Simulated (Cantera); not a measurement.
Input (Python, Cantera) and output of one run.

```python
import numpy as np
import cantera as ct

gas_names = """
    AL ALCL ALCL2 ALCL3 ALH ALN AL2 AL2CL6 CL CL2 H HCL H2 N NH NH2 NH3 N2 N2H2 N2H4
""".split()
cond_names = """
    AL(cr) AL(L) ALCL3(s) ALCL3(L) ALN(s) NH4CL(a) NH4CL(b)
""".split()


# ... load() reads the species with a 1 bar reference pressure and builds the phases ...
atoms = {
    'AlCl3': {'AL': 1, 'CL': 3},
    'HCl': {'H': 1, 'CL': 1},
    'N2': {'N': 2},
}
top_T = {'ALN(s)': 2750}  # K; cautious upper limits of use, not melting points


# ... equilibrate(T, P, feed) seeds the gas with the atoms and calls Mixture.equilibrate('TP', solver="vcs", rtol=1e-11, max_steps=5000) ...
results = []
feed = {'AlCl3': 1, 'HCl': 1, 'N2': 150}  # mol
P = 590  # Pa
for T in [1398, 1448, 1498, 1548, 1598, 1648, 1698, 1748, 1798, 1848]:
    mix = equilibrate(T, P, feed)
    results.append((T, P, feed, dict(zip(mix.species_names, mix.species_moles))))

top = {s: max(r[3][s] / sum(r[3][g] for g in gas_names) for r in results) for s in gas_names}
cols = sorted((s for s in top if top[s] > 1e-06), key=lambda s: -top[s])[:9]
seen = [c for c in cond_names if any(r[3].get(c, 0) > 1e-12 for r in results)]
print("log10 of partial pressures in bar; condensed amounts in mol")
print(f"{'T/K':>10s}" + "".join(f"{s[:9]:>10s}" for s in cols + seen))
for T, P, feed, n in results:
    ng = sum(n[g] for g in gas_names)
    print(f"{T:10.4g}" + "".join(f"{np.log10(max(n[s] / ng * P / 1e5, 1e-99)):10.3f}" for s in cols)
          + "".join(f"{n.get(c, 0):10.4g}" for c in seen))
```

Result:

```
log10 of partial pressures in bar; condensed amounts in mol
       T/K        N2       HCL     ALCL3        CL      ALCL     ALCL2         H        H2       CL2
      1398    -2.235    -4.413    -4.414    -6.338    -7.851    -6.667    -8.810    -6.969    -9.570
      1448    -2.235    -4.414    -4.416    -6.099    -7.329    -6.362    -8.475    -6.878    -9.417
      1498    -2.235    -4.415    -4.422    -5.861    -6.874    -6.095    -8.177    -6.823    -9.244
      1548    -2.235    -4.415    -4.431    -5.626    -6.479    -5.862    -7.910    -6.797    -9.057
      1598    -2.235    -4.415    -4.445    -5.396    -6.131    -5.659    -7.668    -6.789    -8.864
      1648    -2.235    -4.416    -4.469    -5.177    -5.823    -5.482    -7.445    -6.789    -8.676
      1698    -2.236    -4.416    -4.505    -4.970    -5.548    -5.330    -7.235    -6.790    -8.498
      1748    -2.236    -4.417    -4.561    -4.779    -5.302    -5.205    -7.033    -6.783    -8.339
      1798    -2.237    -4.418    -4.645    -4.607    -5.085    -5.109    -6.834    -6.761    -8.205
      1848    -2.237    -4.421    -4.769    -4.458    -4.897    -5.051    -6.633    -6.715    -8.106
```

Equilibrium computed with Cantera from the NASA thermochemical tables; the gas is ideal and each condensed phase is pure. The tables' values for AlCl2 are old estimates; treat these amounts as uncertain.
